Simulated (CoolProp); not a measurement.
Vapour-liquid equilibrium of R13 (1) + R113 (2) at 278 K; x and y are mole fractions of (1).

The numbers come from the multi-fluid Helmholtz-energy mixture model, Platzer 1990 and Marx 1992; pair parameters Bell 2016 in CoolProp. This equation is an older, rougher fit; its heat capacities, sound speeds and derivatives of the liquid may be far off and weren't checked against measurements.

```
x     bubble pressure, mixture model (MPa)  bubble pressure, Raoult's law (MPa)  y, mixture model  y, Raoult's law
----  ------------------------------------  -----------------------------------  ----------------  ---------------
0.05                                0.1522                               0.1293             0.874            0.861
0.2                                 0.5188                               0.4602             0.963            0.967
0.35                                0.8441                               0.7911             0.977            0.984
0.5                                  1.139                                1.122             0.984            0.992
0.65                                 1.419                                1.453             0.988            0.995
0.8                                  1.707                                1.784             0.992            0.998
0.95                                 2.062                                2.115             0.997            1.000
```

The largest gap from Raoult's law is +17.7 % in bubble pressure, at x = 0.05. No azeotrope shows between x = 0.05 and 0.95.

Pair parameters are fitted to limited data, so mixtures are less certain than the pure fluids. The gap from Raoult's law changes sign with composition, which may be real or a fault of the pair parameters; it wasn't checked against measurements.
